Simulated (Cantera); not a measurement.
Mixture: 35.1 % H2, 8.77 % O2, 56.1 % N2, equivalence ratio 2.0, at 9.87 atm, adiabatic and at constant volume. Ignition delay is the time to a rise of 400 K.

Detailed kinetics in Cantera: the H2/O2 subset of GRI-Mech 3.0, which has no nitrogen chemistry. The hydrogen kinetics of GRI-Mech 3.0 are dated; newer H2 mechanisms differ, most at raised pressure.

Question: Predict: delay at 1073 K; delay at 1173 K; delay at 1273 K; delay at 1373 K; delay at 1473 K; apparent activation energy between 1373 and 1473 K.

Answer: delay at 1073 K: 1.46 ms
delay at 1173 K: 0.138 ms
delay at 1273 K: 10.2 µs
delay at 1373 K: 3.81 µs
delay at 1473 K: 2.26 µs
apparent activation energy between 1373 and 1473 K: 88 kJ/mol
